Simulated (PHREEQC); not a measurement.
Solution (75 °C): 0.0068 mol/kgw CuSO4, 4.35e-05 mol/kgw CaCl2, 0.16 mol/kgw HCl and 0.0018 mol/kgw Na2SO4. Closed to the air; pH follows from the charge balance.

Equilibrium calculation in PHREEQC: ion-association model, phreeqc.dat.

Precipitation was switched off in this run.

Question: Predict the pH, density, ionic strength.

Answer: pH 0.92; density 0.979 g/cm³; ionic strength 0.169 mol/kgw.

Question: In which forms is Cu present?

Answer: CuCl+ 50 %, Cu+2 47 %, CuCl2 3.2 %, CuSO4 0.5 % of the Cu.

At this temperature some constants are extrapolated from 25 °C, and those without enthalpy data are left unchanged.
